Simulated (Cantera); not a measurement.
Low-pressure radical oxidation in H2/O2

A perfectly stirred reactor is fed with H₂ : O₂ = 0.0096 : 1 (molar parts), at 2.78 Torr; it is held at 1048 K, and followed from long to short residence time.

Model: GRI-Mech 3.0 (53 species, 325 reactions), integrated in Cantera. Radical loss at walls, strong at low pressure, is not modelled.

```csv
τ (s),x H₂,x O₂,x O,x OH,x H
1.5,0.000122,0.987,0.00359,0.000369,0.000232
0.85,0.000175,0.986,0.00436,0.000435,0.000333
0.47,0.000261,0.985,0.00506,0.000514,0.000459
0.26,0.000399,0.984,0.00556,0.000608,0.000600
0.14,0.000636,0.984,0.00581,0.000724,0.000753
0.080,0.000981,0.984,0.00575,0.000842,0.000876
0.044,0.00156,0.984,0.00539,0.000969,0.000963
0.025,0.00242,0.985,0.00476,0.00106,0.000964
0.014,0.00374,0.986,0.00380,0.00108,0.000836
0.0076,0.00575,0.987,0.00244,0.000915,0.000532
```
x: mole fraction; the columns are a selection and need not sum to one.
